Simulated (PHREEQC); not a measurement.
Make-up at 35 °C: 0.24 mol Cu(NO3)2, 0.039 mol H2SO4 and 0.025 mol Na2SO4 per kg of water. Closed to the air; pH follows from the charge balance.

Equilibrium calculation in PHREEQC: ion-association model, phreeqc.dat.

```csv
quantity,before,after
pH,1.37,1.65
ionic strength (mol/kgw),0.769,0.751
CuSO4 (mol/kgw),0.0251,0.0209
HSO4- (mol/kgw),0.0205,0.00878
SO4-2 (mol/kgw),0.0176,0.0141
NaSO4- (mol/kgw),0.000832,0.000675
```

Name the change that produced these shifts.
(A) Cu(NO3)2 from 0.24 to 0.264 mol/kgw
(B) H2SO4 from 0.039 to 0.0351 mol/kgw
(C) 0.002 mol/kgw H4SiO4 added
(D) H2SO4 from 0.039 to 0.0195 mol/kgw
(E) temperature from 35 to 60 °C

D, H2SO4 from 0.039 to 0.0195 mol/kgw

Precipitation was switched off in this run. The ionic strength passes 0.7 mol/kgw, the rough limit of the ion-association models, in every such run.
